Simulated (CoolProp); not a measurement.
Ethanol along the isobar 18.6 bar: fugacity coefficient from the reference equation and from simpler models built on Tc = 514.7 K, pc = 62.68 bar, ω = 0.644; each cubic takes its own stable root.

Model: reference Helmholtz-energy equation of state, Schroeder 2014, in CoolProp.

```tsv
T (K)	phase	reference
380.2	liquid	0.1483
398.7	liquid	0.2552
417.1	liquid	0.4095
435.6	liquid	0.6202
454	gas	0.8361
472.4	gas	0.8659
490.9	gas	0.8892
509.3	gas	0.9076
527.8	gas	0.9224
546.2	gas	0.9343
564.7	gas	0.9441
583.1	gas	0.9521
601.6	gas	0.9587
620	gas	0.9643
```

Problem. How far does each simpler model (Redlich-Kwong, Soave-Redlich-Kwong, Peng-Robinson) lie from the reference over these 14 states: mean and median of the absolute difference, and the worst?

Solution. 
- Redlich-Kwong: mean 32.0 %, median 2.2 %, worst +182.6 % at 380.2 K and 18.6 bar
- Soave-Redlich-Kwong: mean 1.4 %, median 1.2 %, worst +3.1 % at 380.2 K and 18.6 bar
- Peng-Robinson: mean 2.0 %, median 2.1 %, worst +3.8 % at 380.2 K and 18.6 bar

At some of these states Redlich-Kwong gives the other phase, because its saturation line lies elsewhere.
